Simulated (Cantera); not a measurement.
Charge: 1 mol Si2Cl6, 6.3 mol NH3, equilibrated at 728 Torr.

Cantera equilibrium calculation (NASA polynomials, part measured and part estimated; ideal gas, pure solids and liquids). Candidate condensed phases: NH4Cl, Si, Si3N4; 28 gas species. The feed counts by its element totals alone. The tables' values for SiCl3 are old estimates; treat these amounts as uncertain. Equilibrium is a limit: real reactors are often held back by kinetics, nucleation or transport. All values below are at 1348 K.

Base state: H2 0.499, HCl 0.334, N2 0.144, SiCl4 0.0200, SiHCl3 0.00169, SiCl3 0.00115, SiCl2 0.000331, SiH2Cl2 2.09e-5 (mole fractions); condensed: Si3N4(s).

Problem. What changes in the equilibrium state with this change: Si2Cl6 replaced by trisilylamine?

Solution. 
```csv
species,before,after
H2,0.499,0.894
N2,0.144,0.106
NH3,1.34e-5,2.75e-5
HCl,0.334,0
SiCl4,0.0200,0
SiHCl3,0.00169,0
SiCl3,0.00115,0
SiCl2,0.000331,0
SiH2Cl2,2.09e-5,0
"Si3N4(s), mol",0.557,1.00
```

Problem. What changes in the equilibrium state with this change: pressure from 728 Torr to 10.0 Torr?

Solution. 
```
species          before    after
-------------  --------  -------
H2                0.499    0.478
HCl               0.334    0.364
N2                0.144    0.139
SiCl4            0.0200  0.00743
NH3             1.34e-5  1.70e-7
SiCl2          0.000331  0.00727
H               1.66e-6  1.39e-5
SiH2Cl2         2.09e-5  6.04e-6
Si3N4(s), mol     0.557    0.578
```
